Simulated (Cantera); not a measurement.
Input (Python, Cantera) and output of one run.

```python
import numpy as np
import cantera as ct

gas_names = """
    CL CL2 H HCL H2 Si SiCL SiCL2 SiCL3 SiCL4 SiH SiHCL3 SiH2 SiH2CL2 SiH3 SiH3CL SiH4 Si2 Si3
""".split()
cond_names = """
    Si(cr) Si(L)
""".split()


def load(file, names, dense=False):
    # The tables refer to 1 bar. Condensed volumes are neglected.
    table = {s.name: s for s in ct.Species.list_from_file(file)}
    out = []
    for n in names:
        d = dict(table[n].input_data)
        d["thermo"] = dict(d["thermo"], **{"reference-pressure": 1e5})
        if dense:
            d["equation-of-state"] = {"model": "constant-volume", "density": "1e6 g/cm^3"}
        out.append(ct.Species.from_dict(d))
    return out


gas = ct.Solution(thermo="ideal-gas", species=load("nasa_gas.yaml", gas_names))
cond = {s.name: ct.Solution(thermo="fixed-stoichiometry", species=[s], name=s.name)
        for s in load("nasa_condensed.yaml", cond_names, dense=True)}
atoms = {
    'Si': {'Si': 1},
    'HCl': {'H': 1, 'CL': 1},
    'H2': {'H': 2},
}
top_T = {}  # K; cautious upper limits of use, not melting points


def equilibrate(T, P, feed):
    n = {}
    for name, mol in feed.items():
        for a, k in atoms[name].items():
            n[a] = n.get(a, 0.0) + k * mol
    gas.TPX = T, P, n
    mass = sum(n.values()) * gas.mean_molecular_weight
    gas.equilibrate("TP")
    valid = [c for c in cond.values() if c.min_temp <= T <= top_T.get(c.name, c.max_temp)]
    mix = ct.Mixture([(gas, mass / gas.mean_molecular_weight)] + [(c, 0.0) for c in valid])
    mix.T, mix.P = T, P
    mix.equilibrate("TP", solver="vcs", rtol=1e-11, max_steps=5000)
    return mix


results = []
feed = {'Si': 1, 'HCl': 5.2, 'H2': 3.7}  # mol
P = 14000  # Pa
for T in [800, 850, 900, 950, 1000, 1050, 1100, 1150, 1200]:
    mix = equilibrate(T, P, feed)
    results.append((T, P, feed, dict(zip(mix.species_names, mix.species_moles))))

top = {s: max(r[3][s] / sum(r[3][g] for g in gas_names) for r in results) for s in gas_names}
cols = sorted((s for s in top if top[s] > 1e-05), key=lambda s: -top[s])[:8]
seen = [c for c in cond_names if any(r[3].get(c, 0) > 1e-12 for r in results)]
print("log10 of partial pressures in bar; condensed amounts in mol")
print(f"{'T/K':>10s}" + "".join(f"{s[:9]:>10s}" for s in cols + seen))
for T, P, feed, n in results:
    ng = sum(n[g] for g in gas_names)
    print(f"{T:10.4g}" + "".join(f"{np.log10(max(n[s] / ng * P / 1e5, 1e-99)):10.3f}" for s in cols)
          + "".join(f"{n.get(c, 0):10.4g}" for c in seen))
```

Output:

```
log10 of partial pressures in bar; condensed amounts in mol
       T/K        H2       HCL     SiCL4    SiHCL3     SiCL3     SiCL2   SiH2CL2
       800    -0.996    -1.671    -1.753    -4.122    -6.784    -9.769    -7.584
       850    -0.996    -1.670    -1.755    -3.862    -6.111    -8.615    -7.024
       900    -0.997    -1.668    -1.757    -3.633    -5.516    -7.596    -6.532
       950    -0.997    -1.665    -1.761    -3.432    -4.987    -6.690    -6.097
      1000    -0.998    -1.660    -1.766    -3.256    -4.516    -5.882    -5.713
      1050    -0.999    -1.655    -1.774    -3.102    -4.096    -5.161    -5.374
      1100    -1.001    -1.646    -1.785    -2.971    -3.723    -4.518    -5.079
      1150    -1.004    -1.634    -1.802    -2.864    -3.395    -3.950    -4.828
      1200    -1.008    -1.614    -1.828    -2.787    -3.115    -3.459    -4.630
```

These are equilibrium values from Cantera (NASA tables, ideal gas, pure condensed phases), not measurements of a reactor. The tables' values for SiCl3 are old estimates; treat these amounts as uncertain.
